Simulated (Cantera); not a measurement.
Input: 1 mol CaO, 8.3 mol HBr, 0.91 mol N₂, at 1175 K.

Equilibrium computed with Cantera from the NASA thermochemical tables; the gas is ideal and each condensed phase is pure. Candidate condensed phases: Br₂, Ca, CaBr₂, CaO, Ca(OH)₂, H₂O; 34 gas species. The numbers say what is thermodynamically allowed, not how fast it happens.

Problem. Which condensed phases are stable at each of these points (P (Pa)): 1, 6.80, 46, 320, 2200, 15000, 100000?

Solution. 
```
P (Pa)  condensed phases  Ca condensed (%)
------  ----------------  ----------------
1               gas only               0.0
6.80            gas only               0.0
46              CaBr₂(l)              21.9
320             CaBr₂(l)              89.7
2200            CaBr₂(l)              98.5
15000           CaBr₂(l)              99.8
100000          CaBr₂(l)             100.0
```

From 1.00 Pa to 6.80 Pa nothing is condensed. From 46.0 Pa to 100000 Pa the condensed part is CaBr₂(l).
